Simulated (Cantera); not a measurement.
An adiabatic, constant-volume homogeneous reactor starts with CH₄ : CO : O₂ : N₂ = 1 : 0.078 : 1.85 : 6.97 (molar parts), at 1748 K and 760000 Pa. Integrator tolerance rtol = 1e-08.

Computed with Cantera and GRI-Mech 3.0 (53 species, 325 reactions). Above 3000 K some thermodynamic fits are extrapolated.

**Question.** What does this change do: initial temperature 1748 to 1198 K?

**Answer.** 
```
quantity                                                              before                                      after
---------------------------------  -----------------------------------------  -----------------------------------------
time of steepest temperature rise                                    28.0 µs                                    7.31 ms
temperature at 7.00 s                                                 3186 K                                     3001 K
equilibrium temperature                                               3186 K                                     3001 K
x(CH₄) at 7.00 s                       <1e-12 (gas-phase equilibrium <1e-12)      <1e-12 (gas-phase equilibrium <1e-12)
x(CO) at 7.00 s                        0.0606 (gas-phase equilibrium 0.0606)      0.0483 (gas-phase equilibrium 0.0483)
x(O₂) at 7.00 s                        0.0130 (gas-phase equilibrium 0.0130)    0.00770 (gas-phase equilibrium 0.00770)
x(CH₃) at 7.00 s                   3.89e-12 (gas-phase equilibrium 4.86e-12)  1.82e-12 (gas-phase equilibrium 2.22e-12)
x(H₂) at 7.00 s                        0.0271 (gas-phase equilibrium 0.0271)      0.0192 (gas-phase equilibrium 0.0192)
x(C₂H) at 7.00 s                       <1e-12 (gas-phase equilibrium <1e-12)      <1e-12 (gas-phase equilibrium <1e-12)
```
